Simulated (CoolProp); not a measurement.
Model: reference Helmholtz-energy equation of state, Zhou 2012, in CoolProp.

Task: For o-xylene, give the phase and the cp (kJ/(kg K)), isothermal compressibility (1/MPa), expansivity (1/kK), viscosity (µPa s) at 378.1 K and 2.32 MPa; 403.6 K and 2.32 MPa.

Result: 
- 378.1 K and 2.32 MPa: liquid; cp 2.03, isothermal compressibility 0.00139, expansivity 1.10, viscosity 339
- 403.6 K and 2.32 MPa: liquid; cp 2.12, isothermal compressibility 0.00171, expansivity 1.18, viscosity 279

Viscosity comes from a separate model (Cao 2016).
